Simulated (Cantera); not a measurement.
# PbO + O2 + H2 + CO (iron carbonyl, mercury and lead vapours)

Input: 1 mol PbO, 0.37 mol O2, 0.7 mol H2, 0.82 mol CO.

Method: chemical equilibrium by Gibbs-energy minimisation in Cantera with the NASA 1993 tables (ideal gas, pure condensed phases). Candidate condensed phases: C, C6H6, C7H8, C8H18, H2O, Pb, PbO, PbO2, Pb3O4; 113 gas species. Each liquid is taken as pure. Mutual solubility and eutectic melting of coexisting phases are not modelled. Kinetics and transport are ignored.

Map the stable condensed phases over T = 998, 1073, 1148, 1223, 1298, 1373, 1448, 1523, 1598, 1673 K and P in Pa = 10, 52, 270, 1400, 7200, 37000, 190000, 1000000.


```
T in K \ P in Pa
              10      52     270    1400    7200   37000  190000 1000000
   1673        A       A       A       A       A       B       C       C
   1598        A       A       A       A       A       C       C       C
   1523        A       A       A       A       A       C       C       C
   1448        A       A       A       A       C       C       C       C
   1373        A       A       A       A       C       C       C       C
   1298        A       A       A       C       C       C       C       C
   1223        A       A       D       C       C       C       C       C
   1148        A       D       C       C       C       C       C       C
   1073        D       C       C       C       C       C       C       C
    998        C       C       C       C       C       C       C       C
```
A: gas only; B: Pb; C: Pb + PbO; D: PbO.
